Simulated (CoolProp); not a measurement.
Hydrogen chloride along the isotherm 510.5 K: Z from the reference equation and from simpler models built on Tc = 324.7 K, pc = 8.314 MPa, ω = 0.130; each cubic takes its own stable root.

Model: reference Helmholtz-energy equation of state, Thol 2018, in CoolProp.

```json
[
 {"p (MPa)": "0.131", "phase": "gas", "reference": "0.9986"},
 {"p (MPa)": "0.198", "phase": "gas", "reference": "0.9979"},
 {"p (MPa)": "0.299", "phase": "gas", "reference": "0.9968"},
 {"p (MPa)": "0.451", "phase": "gas", "reference": "0.9952"},
 {"p (MPa)": "0.681", "phase": "gas", "reference": "0.9928"},
 {"p (MPa)": "1.03", "phase": "gas", "reference": "0.9892"},
 {"p (MPa)": "1.55", "phase": "gas", "reference": "0.9838"},
 {"p (MPa)": "2.34", "phase": "gas", "reference": "0.9757"},
 {"p (MPa)": "3.53", "phase": "gas", "reference": "0.9640"},
 {"p (MPa)": "5.32", "phase": "gas", "reference": "0.9470"},
 {"p (MPa)": "8.03", "phase": "gas", "reference": "0.9231"},
 {"p (MPa)": "12.1", "phase": "supercritical", "reference": "0.8918"},
 {"p (MPa)": "18.3", "phase": "supercritical", "reference": "0.8550"},
 {"p (MPa)": "27.6", "phase": "supercritical", "reference": "0.8230"},
 {"p (MPa)": "41.6", "phase": "supercritical", "reference": "0.8250"}
]
```

Q: How far does each simpler model (Soave-Redlich-Kwong, Peng-Robinson) lie from the reference over these 15 states: mean and median of the absolute difference, and the worst?

A: 
- Soave-Redlich-Kwong: mean 2.5 %, median 0.7 %, worst +12.8 % at 510.5 K and 41.6 MPa
- Peng-Robinson: mean 0.8 %, median 0.1 %, worst +6.0 % at 510.5 K and 41.6 MPa
